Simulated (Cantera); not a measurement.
An adiabatic, constant-pressure homogeneous reactor starts with H2 : O2 : N2 = 1 : 0.455 : 1.71 (molar parts), equivalence ratio 1.1, at 1023 K and 7500 Torr. Integrator tolerance rtol = 1e-08.

Cantera simulation using GRI-Mech 3.0 (53 species, 325 reactions); the numbers are that mechanism's predictions, not measurements. The hydrogen kinetics of GRI-Mech 3.0 are dated; newer H2 mechanisms differ, most at raised pressure.

What does this change do: pressure from 7500 Torr to 510 Torr?


```
quantity                                                            before                                    after
---------------------------------  ---------------------------------------  ---------------------------------------
time of steepest temperature rise                                  4.92 ms                                 0.243 ms
temperature at 0.100 s                                              2855 K                                   2682 K
equilibrium temperature                                             2855 K                                   2682 K
x(H2) at 0.100 s                     0.0473 (gas-phase equilibrium 0.0473)    0.0564 (gas-phase equilibrium 0.0564)
x(O2) at 0.100 s                   0.00304 (gas-phase equilibrium 0.00304)  0.00691 (gas-phase equilibrium 0.00691)
x(H2O2) at 0.100 s                 7.34e-7 (gas-phase equilibrium 7.34e-7)  1.98e-7 (gas-phase equilibrium 1.98e-7)
x(O) at 0.100 s                    0.00118 (gas-phase equilibrium 0.00118)  0.00339 (gas-phase equilibrium 0.00339)
x(HO2) at 0.100 s                  4.17e-6 (gas-phase equilibrium 4.17e-6)  2.63e-6 (gas-phase equilibrium 2.63e-6)
x(H2O) at 0.100 s                      0.306 (gas-phase equilibrium 0.306)      0.284 (gas-phase equilibrium 0.284)
x(NO) at 0.100 s                   0.00424 (gas-phase equilibrium 0.00424)  0.00496 (gas-phase equilibrium 0.00496)
```

What does this change do: pressure from 7500 Torr to 9000 Torr?


```tsv
quantity	before	after
time of steepest temperature rise	4.92 ms	4.57 ms
temperature at 0.100 s	2855 K	2865 K
equilibrium temperature	2855 K	2865 K
x(H2) at 0.100 s	0.0473 (gas-phase equilibrium 0.0473)	0.0467 (gas-phase equilibrium 0.0467)
x(O2) at 0.100 s	0.00304 (gas-phase equilibrium 0.00304)	0.00283 (gas-phase equilibrium 0.00283)
x(H2O2) at 0.100 s	7.34e-7 (gas-phase equilibrium 7.34e-7)	7.92e-7 (gas-phase equilibrium 7.92e-7)
x(O) at 0.100 s	0.00118 (gas-phase equilibrium 0.00118)	0.00108 (gas-phase equilibrium 0.00108)
x(HO2) at 0.100 s	4.17e-6 (gas-phase equilibrium 4.17e-6)	4.22e-6 (gas-phase equilibrium 4.22e-6)
x(H2O) at 0.100 s	0.306 (gas-phase equilibrium 0.306)	0.307 (gas-phase equilibrium 0.307)
x(NO) at 0.100 s	0.00424 (gas-phase equilibrium 0.00424)	0.00415 (gas-phase equilibrium 0.00415)
```
The pressure lies above the range GRI-Mech 3.0 was tuned for (to about 10 atm).
